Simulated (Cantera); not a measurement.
A perfectly stirred reactor is fed with 2.15 % CH₄, 97.5 % H₂, 0.351 % H, at 19.5 Torr; it is held at 1823 K, and followed from long to short residence time.

Detailed kinetics in Cantera: GRI-Mech 3.0 (53 species, 325 reactions). GRI-Mech 3.0 stops at C3 and has no aromatics, soot or wall deposition, so with more carbon than oxygen in the feed, carbon stays in small species such as C2H2 where larger ones or solid carbon would form. Radical loss at walls, strong at low pressure, is not modelled.

Q: Predict: x(CH₄) at τ = 2.50 s; x(H₂) at τ = 2.50 s; x(H) at τ = 2.50 s; x(C₂H₂) at τ = 2.50 s; x(C₂H₆) at τ = 2.50 s; x(CH₄) at τ = 22.0 ms; x(H₂) at τ = 22.0 ms; x(H) at τ = 22.0 ms; x(C₂H₂) at τ = 22.0 ms; x(C₂H₆) at τ = 22.0 ms.

A: 
| Item | Value |
|---|---|
| x(CH₄) at τ = 2.50 s | 0.00358 |
| x(H₂) at τ = 2.50 s | 0.985 |
| x(H) at τ = 2.50 s | 0.00254 |
| x(C₂H₂) at τ = 2.50 s | 0.00866 |
| x(C₂H₆) at τ = 2.50 s | 7.92e-8 |
| x(CH₄) at τ = 22.0 ms | 0.0176 |
| x(H₂) at τ = 22.0 ms | 0.978 |
| x(H) at τ = 22.0 ms | 0.00229 |
| x(C₂H₂) at τ = 22.0 ms | 0.00144 |
| x(C₂H₆) at τ = 22.0 ms | 1.69e-6 |
